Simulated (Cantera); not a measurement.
Feed: 1 mol AlCl3, 3.2 mol N2, 3.9 mol H2O, held at 1475 °C and 0.133 bar.

Method: chemical equilibrium by Gibbs-energy minimisation in Cantera with the NASA 1993 tables (ideal gas, pure condensed phases). Candidate condensed phases: Al, AlCl3, AlN, Al2O3, H2O, NH4Cl; 45 gas species. Gases not in the tables: Al(OH)3. Kinetics and transport are ignored.

Base state: N2 0.371, HCl 0.345, H2O 0.278, Cl 0.00354, H2 0.00221, OH 0.000216, O2 0.000127, NO 5.86e-5 (mole fractions); condensed: Al2O3(s).

Question: What changes in the equilibrium state with this change: pressure from 0.133 bar to 61.0 Pa?

Answer: 
```
species          before     after
-------------  --------  --------
N2                0.371     0.367
HCl               0.345     0.324
H2O               0.278     0.272
Cl              0.00354    0.0207
H2              0.00221    0.0124
O               2.27e-6   8.63e-5
H               2.95e-5   0.00103
O2             0.000127  0.000843
Al2O3(s), mol     0.500     0.500
```

Question: What changes in the equilibrium state with this change: temperature from 1475 °C to 1850 °C?

Answer: 
```tsv
species	before	after
N2	0.371	0.367
HCl	0.345	0.324
H2O	0.278	0.269
Cl	0.00354	0.0197
H2	0.00221	0.0141
AlOCl	7.72e-8	1.57e-5
O	2.27e-6	0.000162
H	2.95e-5	0.00117
OH	0.000216	0.00276
Al2O3(s), mol	0.500	0.500
```

Question: What changes in the equilibrium state with this change: 0.13 mol O2 added?

Answer: 
```tsv
species	before	after
N2	0.371	0.365
HCl	0.345	0.332
H2O	0.278	0.279
O2	0.000127	0.0117
Cl	0.00354	0.0105
O	2.27e-6	2.18e-5
H2	0.00221	0.000231
NO	5.86e-5	0.000558
Cl2	2.77e-5	0.000245
OH	0.000216	0.000671
Al2O3(s), mol	0.500	0.500
```
